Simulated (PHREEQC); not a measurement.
Make-up at 35 °C: 0.061 mol/kgw KOH, 7.5e-05 mol/kgw K2SO4 and 0.011 mol/kgw KH2PO4. Closed to the air; pH follows from the charge balance.

Equilibrium calculation in PHREEQC: ion-association model, wateq4f.dat.

Precipitation was switched off in this run.

Question: Order these P species by the share of P that they hold, largest first: PO4-3, HPO4-2, KHPO4-.

Answer: PO4-3 (74 %), HPO4-2 (25 %), KHPO4- (1.3 %)

The pH is 12.19 and the ionic strength 0.0991 mol/kgw. H3PO4, which wateq4f.dat lacks, is added to it with the constant of phreeqc.dat.
